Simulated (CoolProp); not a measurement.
The numbers come from the reference Helmholtz-energy equation of state, Wagner 2002 in CoolProp.

### Question
Give the vapour pressure (MPa), vapour density (kg/m³), liquid viscosity (µPa s), vapour viscosity (µPa s) of saturated water at 578.4, 612.6 K.

### Answer
| T (K) | p (MPa) | vapour density (kg/m³) | liquid viscosity (µPa s) | vapour viscosity (µPa s) |
|---|---|---|---|---|
| 578.4 | 9.24 | 50.4 | 83.9 | 19.9 |
| 612.6 | 14.5 | 91.8 | 70.6 | 22.4 |

Viscosity comes from a separate model (Huber 2009).
